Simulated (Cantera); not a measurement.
Hydrocarbon pyrolysis for carbon deposition

An isothermal, constant-pressure homogeneous reactor starts with 3.33 % CH₄, 96.7 % N₂, at 1525 K and 46.5 Torr.

Computed with Cantera and GRI-Mech 3.0 (53 species, 325 reactions). GRI-Mech 3.0 stops at C3 and has no aromatics, soot or wall deposition, so with more carbon than oxygen in the feed, carbon stays in small species such as C2H2 where larger ones or solid carbon would form.

```json
[
 {"t (s)": "9.00e-5", "x CH₄": "0.0333", "x CH₂": "<1e-12", "x C₂H₄": "<1e-12", "x HCN": "<1e-12", "x C₂H": "<1e-12", "x C₂H₆": "<1e-12", "x H₂": "7.39e-8"},
 {"t (s)": "0.000370", "x CH₄": "0.0333", "x CH₂": "1.38e-12", "x C₂H₄": "1.35e-11", "x HCN": "<1e-12", "x C₂H": "<1e-12", "x C₂H₆": "1.48e-11", "x H₂": "3.81e-7"},
 {"t (s)": "0.00152", "x CH₄": "0.0333", "x CH₂": "1.68e-11", "x C₂H₄": "1.12e-9", "x HCN": "<1e-12", "x C₂H": "<1e-12", "x C₂H₆": "1.04e-9", "x H₂": "1.65e-6"},
 {"t (s)": "0.00624", "x CH₄": "0.0333", "x CH₂": "2.43e-10", "x C₂H₄": "8.00e-8", "x HCN": "<1e-12", "x C₂H": "<1e-12", "x C₂H₆": "5.85e-8", "x H₂": "6.99e-6"},
 {"t (s)": "0.0256", "x CH₄": "0.0333", "x CH₂": "3.34e-9", "x C₂H₄": "5.05e-6", "x HCN": "<1e-12", "x C₂H": "<1e-12", "x C₂H₆": "1.91e-6", "x H₂": "3.85e-5"},
 {"t (s)": "0.105", "x CH₄": "0.0326", "x CH₂": "2.98e-8", "x C₂H₄": "0.000212", "x HCN": "8.60e-11", "x C₂H": "5.55e-11", "x C₂H₆": "2.41e-5", "x H₂": "0.000634"},
 {"t (s)": "0.433", "x CH₄": "0.0263", "x CH₂": "4.69e-8", "x C₂H₄": "0.000935", "x HCN": "8.11e-9", "x C₂H": "2.05e-9", "x C₂H₆": "3.01e-5", "x H₂": "0.00905"},
 {"t (s)": "1.78", "x CH₄": "0.0154", "x CH₂": "2.39e-8", "x C₂H₄": "0.000178", "x HCN": "6.28e-8", "x C₂H": "5.87e-9", "x C₂H₆": "7.69e-6", "x H₂": "0.0257"},
 {"t (s)": "7.30", "x CH₄": "0.00524", "x CH₂": "1.08e-8", "x C₂H₄": "2.62e-5", "x HCN": "2.54e-7", "x C₂H": "1.04e-8", "x C₂H₆": "1.01e-6", "x H₂": "0.0407"},
 {"t (s)": "30.0", "x CH₄": "0.00105", "x CH₂": "3.05e-9", "x C₂H₄": "1.09e-5", "x HCN": "6.04e-7", "x C₂H": "1.41e-8", "x C₂H₆": "5.24e-8", "x H₂": "0.0468"}
]
```
x: mole fraction; the columns are a selection and need not sum to one.

Equilibrium at this temperature and pressure: CH₄ 2.32e-5, CH₂ 7.62e-11, C₂H₄ 1.95e-6, HCN 0.0263, C₂H 2.81e-9, C₂H₆ 4.17e-11, H₂ 0.0483 (gas phase only).
